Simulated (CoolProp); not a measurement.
Properties of sulfur hexafluoride along the isotherm 80.25 °C (Tc = 45.6 °C, pc = 3755 kPa, ω = 0.210).

The numbers come from the reference Helmholtz-energy equation of state, Guder 2009 in CoolProp.

| p (kPa) | phase | isothermal compressibility (1/MPa) | Prandtl number | fugacity coefficient |
|---|---|---|---|---|
| 3750 | gas | 0.3918 | 0.942 | (withheld) |
| 7510 | supercritical | 0.1571 | 1.98 | (withheld) |
| 11300 | supercritical | (withheld) | (withheld) | 0.4581 |
| 15000 | supercritical | 0.01914 | 2.01 | 0.4019 |
| 18800 | supercritical | 0.01270 | 2.07 | (withheld) |
| 22500 | supercritical | (withheld) | 2.13 | 0.3545 |
| 26300 | supercritical | (withheld) | 2.20 | 0.3466 |
| 30000 | supercritical | 0.006305 | 2.27 | 0.3447 |
| 33800 | supercritical | 0.005379 | 2.33 | 0.3473 |
| 37500 | supercritical | 0.004706 | 2.39 | 0.3532 |

**Question.** Fill in the missing entries.

**Answer.** 
- 3750, fugacity coefficient: 0.7746
- 7510, fugacity coefficient: 0.5737
- 11300, isothermal compressibility (1/MPa): 0.03640
- 11300, Prandtl number: 1.97
- 18800, fugacity coefficient: 0.3708
- 22500, isothermal compressibility (1/MPa): 0.009528
- 26300, isothermal compressibility (1/MPa): 0.007571

Viscosity comes from a separate model (Quiñones-Cisneros 2012). Thermal conductivity comes from a separate model (Assael 2012).
